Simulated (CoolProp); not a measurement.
n-butane along the isotherm 157.45 °C: fugacity coefficient from the reference equation and from simpler models built on Tc = 152.0 °C, pc = 3.796 MPa, ω = 0.201; each cubic takes its own stable root.

Values from CoolProp's reference Helmholtz-energy equation of state, Bücker 2006.

| p (MPa) | phase | reference |
|---|---|---|
| 0.018 | gas | 0.9985 |
| 0.0341 | gas | 0.9971 |
| 0.0647 | gas | 0.9945 |
| 0.123 | gas | 0.9896 |
| 0.233 | gas | 0.9804 |
| 0.441 | gas | 0.9629 |
| 0.836 | gas | 0.9299 |
| 1.58 | gas | 0.8680 |
| 3 | gas | 0.7496 |
| 5.69 | supercritical | 0.5076 |

Problem. How far does each simpler model (van der Waals, Redlich-Kwong, Soave-Redlich-Kwong, Peng-Robinson) lie from the reference over these 10 states: mean and median of the absolute difference, and the worst?

Solution. 
- van der Waals: mean 1.3 %, median 0.3 %, worst +7.1 % at 157.45 °C and 5.69 MPa
- Redlich-Kwong: mean 0.2 %, median 0.0 %, worst +1.7 % at 157.45 °C and 5.69 MPa
- Soave-Redlich-Kwong: mean 0.3 %, median 0.1 %, worst +2.4 % at 157.45 °C and 5.69 MPa
- Peng-Robinson: mean 0.8 %, median 0.4 %, worst -2.6 % at 157.45 °C and 3 MPa
